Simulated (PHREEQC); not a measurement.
A solution holds 0.26 mol/kgw CsOH and 0.0036 mol/kgw Na2SiO3, at 6 °C. Closed to the air; pH follows from the charge balance.

Model: ion-association model, wateq4f.dat, run in PHREEQC.

No solid was allowed to form.

Task: What pH, activity of water does the model give?

Result: pH 13.95; activity of water 0.991.

Task: In which forms is Si present?

Result: H2SiO4-2 79 %, H3SiO4- 21 % of the Si.

Away from 25 °C the constants follow the database's enthalpies or fits; those with neither stay at their 25 °C values.
